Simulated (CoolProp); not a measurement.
Properties of octamethylcyclotetrasiloxane (D4) along the isotherm 446.3 K.

Computed with CoolProp (reference Helmholtz-energy equation of state, Thol 2015).

| p (MPa) | phase | Z | cv (kJ/(kg K)) | Joule-Thomson coefficient (K/MPa) | fugacity coefficient |
|---|---|---|---|---|---|
| 0.0426 | gas | … | … | 21.03 | 0.9694 |
| 0.0808 | gas | 0.9383 | 1.648 | 22.36 | 0.9419 |
| 0.153 | liquid | … | 1.708 | -0.1214 | 0.5810 |
| 0.29 | liquid | 0.03010 | 1.708 | -0.1250 | 0.3109 |
| 0.55 | liquid | 0.05699 | 1.707 | -0.1316 | 0.1684 |
| 1.04 | liquid | 0.1074 | 1.707 | -0.1432 | 0.09370 |
| 1.98 | liquid | … | 1.707 | -0.1632 | 0.05422 |
| 3.75 | liquid | 0.3813 | 1.706 | … | 0.03430 |
| 7.11 | liquid | … | 1.705 | -0.2362 | … |
| 13.5 | liquid | 1.318 | 1.705 | -0.2858 | … |

Problem. Some entries are withheld; supply them.

Solution. 
- 0.0426, Z: 0.9684
- 0.0426, cv (kJ/(kg K)): 1.644
- 0.153, Z: 0.01590
- 1.98, Z: 0.2033
- 3.75, Joule-Thomson coefficient (K/MPa): -0.1939
- 7.11, Z: 0.7114
- 7.11, fugacity coefficient: 0.02539
- 13.5, fugacity coefficient: 0.02514
